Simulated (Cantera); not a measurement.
## Chlorosilane synthesis and conversion: SiCl4 + HCl + H2

Input: 1 mol SiCl4, 0.53 mol HCl, 1.4 mol H2, held at 1152 °C and 11.0 bar.

Method: chemical equilibrium by Gibbs-energy minimisation in Cantera with the NASA 1993 tables (ideal gas, pure condensed phases). Candidate condensed phases: Si; 19 gas species. The tables' values for SiCl3 are old estimates; treat these amounts as uncertain. Rates play no part.

x(H2): 0.423
x(SiCl4): 0.281
x(HCl): 0.239
x(SiHCl3): 0.0389
x(SiCl3): 0.0141
x(SiCl2): 0.00279
x(SiH2Cl2): 0.000820
x(SiH3Cl): 5.00e-6
x(H): 1.34e-6
gas amount: 2.959 mol
log10 activity of Si(s) (absent): -2.17
